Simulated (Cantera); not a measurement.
Input (Python, Cantera) and output of one run.

```python
import numpy as np
import cantera as ct

gas_names = """
    AL ALO ALO2 AL2 AL2O AL2O2 O O2 O3
""".split()
cond_names = """
    AL(cr) AL(L) AL2O3(a) AL2O3(L)
""".split()


def load(file, names, dense=False):
    # The tables refer to 1 bar. Condensed volumes are neglected.
    table = {s.name: s for s in ct.Species.list_from_file(file)}
    out = []
    for n in names:
        d = dict(table[n].input_data)
        d["thermo"] = dict(d["thermo"], **{"reference-pressure": 1e5})
        if dense:
            d["equation-of-state"] = {"model": "constant-volume", "density": "1e6 g/cm^3"}
        out.append(ct.Species.from_dict(d))
    return out


gas = ct.Solution(thermo="ideal-gas", species=load("nasa_gas.yaml", gas_names))
cond = {s.name: ct.Solution(thermo="fixed-stoichiometry", species=[s], name=s.name)
        for s in load("nasa_condensed.yaml", cond_names, dense=True)}
atoms = {
    'Al2O3': {'AL': 2, 'O': 3},
    'O2': {'O': 2},
}
top_T = {}  # K; cautious upper limits of use, not melting points


def equilibrate(T, P, feed):
    n = {}
    for name, mol in feed.items():
        for a, k in atoms[name].items():
            n[a] = n.get(a, 0.0) + k * mol
    gas.TPX = T, P, n
    mass = sum(n.values()) * gas.mean_molecular_weight
    gas.equilibrate("TP")
    valid = [c for c in cond.values() if c.min_temp <= T <= top_T.get(c.name, c.max_temp)]
    mix = ct.Mixture([(gas, mass / gas.mean_molecular_weight)] + [(c, 0.0) for c in valid])
    mix.T, mix.P = T, P
    mix.equilibrate("TP", solver="vcs", rtol=1e-11, max_steps=5000)
    return mix


results = []
feed = {'Al2O3': 1, 'O2': 0.13}  # mol
P = 50000  # Pa
for T in [823, 1023, 1223, 1423, 1623, 1823, 2023, 2223, 2423, 2623]:
    mix = equilibrate(T, P, feed)
    results.append((T, P, feed, dict(zip(mix.species_names, mix.species_moles))))

top = {s: max(r[3][s] / sum(r[3][g] for g in gas_names) for r in results) for s in gas_names}
cols = sorted((s for s in top if top[s] > 0.001), key=lambda s: -top[s])[:8]
seen = [c for c in cond_names if any(r[3].get(c, 0) > 1e-12 for r in results)]
print("log10 of partial pressures in bar; condensed amounts in mol")
print(f"{'T/K':>10s}" + "".join(f"{s[:9]:>10s}" for s in cols + seen))
for T, P, feed, n in results:
    ng = sum(n[g] for g in gas_names)
    print(f"{T:10.4g}" + "".join(f"{np.log10(max(n[s] / ng * P / 1e5, 1e-99)):10.3f}" for s in cols)
          + "".join(f"{n.get(c, 0):10.4g}" for c in seen))
```

Output:

```
log10 of partial pressures in bar; condensed amounts in mol
       T/K        O2         O  AL2O3(a)  AL2O3(L)
       823    -0.301   -12.789         1         0
      1023    -0.301    -9.657         1         0
      1223    -0.301    -7.544         1         0
      1423    -0.301    -6.021         1         0
      1623    -0.301    -4.871         1         0
      1823    -0.301    -3.972         1         0
      2023    -0.302    -3.249         1         0
      2223    -0.303    -2.657         1         0
      2423    -0.307    -2.162         0         1
      2623    -0.317    -1.746         0         1
```

Method: chemical equilibrium by Gibbs-energy minimisation in Cantera with the NASA 1993 tables (ideal gas, pure condensed phases).
